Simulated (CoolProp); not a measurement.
Model: reference Helmholtz-energy equation of state, Thol 2021, in CoolProp.

Question: Give the vapour pressure (MPa), liquid density (kg/m³), vapour density (kg/m³), liquid cp (kJ/(kg K)) of saturated chlorine at 318.7 K.

Answer: 
| T (K) | p (MPa) | liquid density (kg/m³) | vapour density (kg/m³) | liquid cp (kJ/(kg K)) |
|---|---|---|---|---|
| 318.7 | 1.30 | 1330 | 41.1 | 1.03 |
